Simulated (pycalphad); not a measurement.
Computed with pycalphad from the COST 507 light-alloy database (1999), at 1 atm. These are 1990s assessments: newer ones move some temperatures and phases.

Molar enthalpy of Si-74.4Al (at.%) in equilibrium (SER reference):

```csv
T (°C),H (kJ/mol),phases
2077,79.23,liquid
1927,74.64,liquid
1777,70.05,liquid
1627,65.46,liquid
1477,60.88,liquid
1327,56.29,liquid
1177,51.69,liquid
1027,47.10,liquid
877,42.52,liquid
802,40.23,liquid
727,35.98,liquid + diamond (Si)
577,15.32,fcc + diamond (Si)
502,12.84,fcc + diamond (Si)
427,10.55,fcc + diamond (Si)
277,6.33,fcc + diamond (Si)
```

Cooling from 802 °C to 577 °C, across the freezing range, releases 24.9 kJ/mol, or 914 J/g. The slope is 30 J/(mol K) in the liquid and 33 J/(mol K) just below the solidus, where it includes any heat of precipitation. Liquidus 775 °C, solidus 577 °C. Changes were sought between steps of 75 K, so a narrower field can be missed.
